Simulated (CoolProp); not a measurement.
Vapour-liquid equilibrium of fluoroethane (R161) (1) + R227EA (2) at 0.11 MPa; x and y are mole fractions of (1).

Computed with CoolProp (multi-fluid Helmholtz-energy mixture model, Wu 2012 and Lemmon 2016; pair parameters Bell 2016).

| x | bubble temperature (°C) | y at the bubble point | dew temperature at overall composition x (°C) | liquid density (mol/L) |
|---|---|---|---|---|
| 0.05 | -14.6 | ? | -14.6 | 9.290 |
| 0.2 | -16.5 | 0.292 | -15.5 | 10.10 |
| 0.35 | ? | ? | ? | 11.04 |
| 0.5 | -24.3 | 0.729 | -19.3 | ? |
| 0.65 | -28.4 | 0.856 | -22.3 | 13.34 |
| 0.8 | -31.9 | 0.935 | -26.4 | ? |
| 0.95 | ? | 0.987 | -32.7 | 16.36 |

Q: Some entries are withheld; supply them.

A: 
- 0.05, y at the bubble point: 0.060
- 0.35, bubble temperature (°C): -20.0
- 0.35, y at the bubble point: 0.537
- 0.35, dew temperature at overall composition x (°C): -17.1
- 0.5, liquid density (mol/L): 12.12
- 0.8, liquid density (mol/L): 14.73
- 0.95, bubble temperature (°C): -34.9

No azeotrope shows between x = 0.05 and 0.95.

Pair parameters are fitted to limited data, so mixtures are less certain than the pure fluids.
